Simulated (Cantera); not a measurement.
A Cantera script and its output.

```python
import numpy as np
import cantera as ct

gas = ct.Solution("h2o2.yaml")
gas.TPX = 398, 210000, {'H2': 1, 'O2': 0.5, 'N2': 1.88}
flame = ct.FreeFlame(gas, width=0.024)
flame.set_refine_criteria(ratio=3, slope=0.08, curve=0.16)
flame.transport_model = "mixture-averaged"
flame.solve(loglevel=0, auto=True)
z, T = flame.grid, flame.T
thick = (T[-1] - T[0]) / np.gradient(T, z).max()
show = ['H2', 'O2', 'H2O', 'O', 'HO2', 'H']
print(f"laminar burning velocity  {flame.velocity[0] * 100:.3f} cm/s")
print(f"burnt temperature         {T[-1]:.1f} K")
print(f"thermal thickness         {thick * 1e3:.4f} mm")
print(f"grid points               {len(z)}")
z0 = z[flame.heat_release_rate.argmax()]
print(f"{'z/mm':>9s}{'T/K':>9s}{'u/(m/s)':>9s}" + "".join(f"{s:>11s}" for s in show))
rows = []
for k in (-3, -2, -1.5, -1, -0.5, -0.25, 0, 0.25, 0.5, 1, 2, 4, 8):
    zz = z0 + k * thick
    rows.append([k * thick, np.interp(zz, z, T), np.interp(zz, z, flame.velocity),
                 *(np.interp(zz, z, flame.X[gas.species_index(s)]) for s in show)])
    print(f"{rows[-1][0] * 1e3:9.3f}{rows[-1][1]:9.1f}{rows[-1][2]:9.3f}" + "".join(f"{x:11.3e}" for x in rows[-1][3:]))
```

Output:

```
laminar burning velocity  357.515 cm/s
burnt temperature         2454.9 K
thermal thickness         0.1502 mm
grid points               113
     z/mm      T/K  u/(m/s)         H2         O2        H2O          O        HO2          H
   -0.451    398.0    3.575  2.959e-01  1.479e-01  2.962e-11  5.336e-13  2.044e-12  3.299e-16
   -0.300    398.0    3.575  2.958e-01  1.479e-01  4.063e-09  4.896e-11  3.423e-10  3.075e-14
   -0.225    398.0    3.575  2.958e-01  1.479e-01  4.051e-08  4.039e-10  3.790e-09  2.822e-13
   -0.150    398.3    3.574  2.951e-01  1.481e-01  1.898e-06  1.167e-08  2.326e-07  4.567e-11
   -0.075    424.2    3.751  2.831e-01  1.502e-01  8.099e-04  2.250e-06  1.464e-04  3.031e-06
   -0.038    722.1    6.139  2.370e-01  1.452e-01  2.600e-02  2.068e-04  5.558e-04  2.289e-03
    0.000   1213.1    9.981  1.527e-01  1.100e-01  1.082e-01  3.121e-03  2.096e-04  1.854e-02
    0.038   1549.7   12.608  7.914e-02  5.914e-02  1.991e-01  7.755e-03  9.335e-05  3.449e-02
    0.075   1726.5   13.968  5.075e-02  3.503e-02  2.398e-01  9.130e-03  4.878e-05  3.608e-02
    0.150   1903.4   15.269  4.078e-02  2.417e-02  2.607e-01  8.138e-03  2.731e-05  2.821e-02
    0.300   2067.3   16.416  3.637e-02  1.946e-02  2.750e-01  5.826e-03  1.680e-05  1.844e-02
    0.601   2209.3   17.373  3.046e-02  1.535e-02  2.896e-01  3.686e-03  9.829e-06  1.088e-02
    1.202   2318.9   18.087  2.396e-02  1.186e-02  3.029e-01  2.157e-03  5.684e-06  6.003e-03
```

Computed with Cantera and the H2/O2 subset of GRI-Mech 3.0, which has no nitrogen chemistry. The hydrogen kinetics of GRI-Mech 3.0 are dated; newer H2 mechanisms differ, most at raised pressure. Burning velocities carry a grid error of a few per cent, more on coarse grids.
